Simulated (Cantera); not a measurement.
Mixture: CH4 : CO : O2 : N2 = 1 : 0.063 : 3.76 : 13.5 (molar parts), at 13.0 bar, adiabatic and at constant pressure. Ignition delay is the time to a rise of 400 K.

Model: GRI-Mech 3.0 (53 species, 325 reactions), integrated in Cantera. The pressure lies above the range GRI-Mech 3.0 was tuned for (to about 10 atm).

Problem. Predict: delay at 1200 K; delay at 1350 K; delay at 1500 K; delay at 1650 K; delay at 1800 K; apparent activation energy between 1725 and 1875 K.

Solution. 
* **delay at 1200 K**: 2.82 ms
* **delay at 1350 K**: 0.500 ms
* **delay at 1500 K**: 0.116 ms
* **delay at 1650 K**: 33.6 µs
* **delay at 1800 K**: 11.8 µs
* **apparent activation energy between 1725 and 1875 K**: 170 kJ/mol
